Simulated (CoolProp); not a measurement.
Fluorine at 293.15 K and 0.247 MPa is throttled through a valve to 0.155 MPa with no heat exchange. Each further row changes one setting.

Computed with CoolProp (reference Helmholtz-energy equation of state, de Reuck 1990).

```tsv
case	temperature change (K)	final density (kg/m³)
as stated	-0.2	2.42
outlet pressure 0.0465 MPa	-0.4	0.726
outlet pressure 0.202 MPa	-0.1	3.15
```
